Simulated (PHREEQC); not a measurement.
PHREEQC input (ion-association model, wateq4f.dat):

```
SOLUTION_SPECIES
  2 NO3- + 12 H+ + 10 e- = N2 + 6 H2O  # shut off: nitrate stays nitrate
    -log_k -100
    -delta_h 0
    -analytic -100
SOLUTION 1
  temp 80
  units mol/kgw
  pH 7 charge
  Cl 0.00038
  Pb 0.00019
  N(5) 0.0014
  Na 0.0014
SOLUTION 2
  temp 80
  units mol/kgw
  pH 7 charge
  N(5) 0.178
  Cu(2) 0.089
  S(6) 0.00029
END
SELECTED_OUTPUT 1
  -reset false
  -pH true
  -pe true
  -ionic_strength true
  -water true
  -totals Cl Cu N Na Pb S Cu(1) Cu(2) N(5) N(3)
    N(0) N(-3) S(-2) S(6)
  -molalities H+ Cl- Cu+2 NO3- Na+ Pb+2 SO4-2 NH3 NaSO4- HSO4-
    H2S HS- S-2 O2 NH4+ NH4SO4- OH- CuCl2- CuCl3-2 Cu+
    CuCl+ CuCl2 CuCl3- CuCl4-2 CuOH+ Cu(OH)2 Cu(OH)3- Cu(OH)4-2 Cu2(OH)2+2 CuSO4
    Cu(HS)3- PbCl+ PbCl2 PbCl3- PbCl4-2 PbOH+ Pb(OH)2 Pb(OH)3- Pb2OH+3 PbNO3+
    PbSO4 Pb(HS)2 Pb(HS)3- Pb3(OH)4+2 NO2- Pb(OH)4-2 Pb(SO4)2-2
  -equilibrium_phases Cu(OH)2 Brochantite Antlerite Atacamite Cu2(OH)3NO3 Litharge Anglesite Cotunnite Laurionite Larnakite
    Halite Mirabilite Chalcanthite
PRINT
  -reset false
MIX 1
  1 1
  2 0
EQUILIBRIUM_PHASES 1
  Cu(OH)2 0 0
  Brochantite 0 0
  Antlerite 0 0
  Atacamite 0 0
  Cu2(OH)3NO3 0 0
  Litharge 0 0
  Anglesite 0 0
  Cotunnite 0 0
  Laurionite 0 0
  Larnakite 0 0
  Halite 0 0
  Mirabilite 0 0
  Chalcanthite 0 0
  O2(g) -0.68 10
END
# ... the last block is repeated for the other 10 points of share of solution B
```

Selected output (columns that matter, 11 of 11 rows; share of solution B added in front):

```
share of solution B	pH	mu	Cl	Cu	N	Na	Pb	S	m_H+	m_Cl-	m_Cu+2	m_NO3-	m_Na+	m_Pb+2
0	5.7564	0.0019491	0.00038	0	0.0014	0.0014	0.00019	0	1.8443e-06	0.00037326	0	0.001397	0.0014	0.0001786
0.1	4.0459	0.028372	0.000342	0.0089	0.01906	0.00126	0.000171	2.9e-05	0.00010416	0.00030327	0.0088066	0.01904	0.0012599	0.00014772
0.2	3.8339	0.054854	0.000304	0.0178	0.03672	0.00112	0.000152	5.8e-05	0.00017547	0.00025217	0.017663	0.036694	0.0011199	0.00012368
0.3	3.706	0.081359	0.000266	0.0267	0.05438	0.00098	0.000133	8.7e-05	0.00024053	0.0002093	0.026533	0.054352	0.0009799	0.00010327
0.4	3.6131	0.10788	0.000228	0.0356	0.07204	0.00084	0.000114	0.000116	0.00030249	0.00017155	0.035411	0.072012	0.0008399	8.508e-05
0.5	3.5396	0.13441	0.00019	0.0445	0.0897	0.0007	9.5e-05	0.000145	0.00036256	0.00013745	0.044295	0.089674	0.00069991	6.8445e-05
0.6	3.4785	0.16095	0.000152	0.0534	0.10736	0.00056	7.6e-05	0.000174	0.00042137	0.00010615	0.053182	0.10734	0.00055992	5.3015e-05
0.7	3.4261	0.18749	0.000114	0.0623	0.12502	0.00042	5.7e-05	0.000203	0.00047926	7.7086e-05	0.062073	0.125	0.00041994	3.8575e-05
0.8	3.3802	0.21404	7.6e-05	0.0712	0.14268	0.00028	3.8e-05	0.000232	0.00053648	4.9882e-05	0.070966	0.14267	0.00027996	2.4986e-05
0.9	3.3392	0.24059	3.8e-05	0.0801	0.16034	0.00014	1.9e-05	0.000261	0.00059318	2.4257e-05	0.07986	0.16033	0.00013998	1.2151e-05
1	3.3022	0.26715	0	0.089	0.178	0	0	0.00029	0.00064948	0	0.088757	0.178	0	0
```

Constants without temperature data keep their 25 °C values here.
